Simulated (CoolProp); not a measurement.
Vapour-liquid equilibrium of ethylbenzene (1) + n-nonane (2) at 240 kPa; x and y are mole fractions of (1).

Values from CoolProp's multi-fluid Helmholtz-energy mixture model, Zhou 2012 and Lemmon 2006; pair parameters Bell 2016.

**Question.** Give the bubble temperature and the first vapour's composition at x = 0.275, 0.5, 0.725. Is there an azeotrope?

**Answer.** x = 0.275: 453.6 K, y = 0.355; x = 0.5: 449.7 K, y = 0.580; x = 0.725: 446.8 K, y = 0.770. No azeotrope shows between x = 0.05 and 0.95.

Pair parameters are fitted to limited data, so mixtures are less certain than the pure fluids.
